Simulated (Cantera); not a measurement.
A freely propagating, adiabatic, planar premixed flame of 11.7 % CH3OH, 18.5 % O2, 69.7 % N2, equivalence ratio 0.95, unburnt at 375 K and 0.671 atm; mixture-averaged transport, grid criteria slope 0.08 and curve 0.16, no radiation.

Cantera simulation using GRI-Mech 3.0 (53 species, 325 reactions); the numbers are that mechanism's predictions, not measurements. GRI-Mech 3.0 was tuned for natural gas; its chemistry of methanol as a main component is partial and can be far from experiment. Burning velocities carry a grid error of a few per cent, more on coarse grids.

Task: Predict: laminar burning velocity; thermal thickness; peak x(H2); peak x(C2H).

Result: 
```json
{
 "laminar_burning_velocity": "60.9 cm/s",
 "thermal_thickness": "0.464 mm",
 "peak x(H2)": "0.0278",
 "peak x(C2H)": "<1e-8"
}
```
